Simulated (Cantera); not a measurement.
Feed: 1 mol CF4, 20 mol H2, held at 0.0260 bar.

Cantera equilibrium calculation (NASA polynomials, part measured and part estimated; ideal gas, pure solids and liquids). Candidate condensed phases: C, C6H6, C7H8, C8H18; 110 gas species. Ions and electrons are included (thermal ionisation). Kinetics and transport are ignored.

Problem. At 4227 °C, list the 5 most abundant gas species with their mole fractions, and the condensed phases.

Solution. H 0.887, F 0.0851, C 0.0222, HF 0.00428, H2 0.00171. Condensed: gas only.
